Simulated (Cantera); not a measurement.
# Reactions in the system F-Pb-S

Source: NASA polynomial tables (part measured, part estimated), evaluated in Cantera. Values are per mole of reaction as written; species without (g) are pure solids or liquids, kept so even where they would boil at 1 bar.

PbF₂ + S ⇌ F₂(g) + PbS

```json
[
 {"T (K)": "473", "ΔH° (kJ)": "572.5", "ΔS° (J/K)": "133.4", "ΔG° (kJ)": "509.4", "log10 K": "-56.25"},
 {"T (K)": "573", "ΔH° (kJ)": "569.1", "ΔS° (J/K)": "126.9", "ΔG° (kJ)": "496.4", "log10 K": "-45.25"},
 {"T (K)": "673", "ΔH° (kJ)": "561.4", "ΔS° (J/K)": "114.5", "ΔG° (kJ)": "484.4", "log10 K": "-37.59"},
 {"T (K)": "773", "ΔH° (kJ)": "554.2", "ΔS° (J/K)": "104.5", "ΔG° (kJ)": "473.4", "log10 K": "-31.99"},
 {"T (K)": "873", "ΔH° (kJ)": "549.5", "ΔS° (J/K)": "98.7", "ΔG° (kJ)": "463.3", "log10 K": "-27.72"},
 {"T (K)": "973", "ΔH° (kJ)": "546.3", "ΔS° (J/K)": "95.2", "ΔG° (kJ)": "453.6", "log10 K": "-24.35"},
 {"T (K)": "1073", "ΔH° (kJ)": "544.1", "ΔS° (J/K)": "93.1", "ΔG° (kJ)": "444.2", "log10 K": "-21.63"}
]
```
